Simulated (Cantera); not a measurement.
Cantera run:

```python
import numpy as np
import cantera as ct

gas_names = [...]  # 87 gases of nasa_gas.yaml made of C, H, Si
cond_names = """
    C(gr) C6H6(L) C7H8(L) C8H18(L),n-octa Si(cr) Si(L) SiC(b)
""".split()


# ... load() reads the species with a 1 bar reference pressure and builds the phases ...
atoms = {
    'SiH4': {'Si': 1, 'H': 4},
    'C2H2': {'C': 2, 'H': 2},
    'H2': {'H': 2},
}
top_T = {'C(gr)': 4500, 'SiC(b)': 3050}  # K; cautious upper limits of use, not melting points


# ... equilibrate(T, P, feed) seeds the gas with the atoms and calls Mixture.equilibrate('TP', solver="vcs", rtol=1e-11, max_steps=5000) ...
results = []
feed = {'SiH4': 1, 'C2H2': 1.1, 'H2': 72}  # mol
T = 1250  # K
P = 13332.2  # Pa
mix = equilibrate(T, P, feed)
results.append((T, P, feed, dict(zip(mix.species_names, mix.species_moles))))
x = sorted(zip(gas.X, gas.species_names), reverse=True)
print(f"T = {T:g} K  P = {P:g} Pa  gas = {mix.phase_moles(0):.4g} mol")
print("   x: " + "  ".join(f"{s} {v:.3e}" for v, s in x if v > 1e-05))
print("   condensed (mol): " + ("  ".join(f"{mix.phase(i).name} {mix.phase_moles(i):.4g}"
      for i in range(1, mix.n_phases) if mix.phase_moles(i) > 1e-12) or "none"))
```

It prints:

```
T = 1250 K  P = 13332.2 Pa  gas = 74.99 mol
   x: H2 9.985e-01  CH4 1.462e-03
   condensed (mol): C(gr) 1.09  SiC(b) 1
```

These are equilibrium values from Cantera (NASA tables, ideal gas, pure condensed phases), not measurements of a reactor.
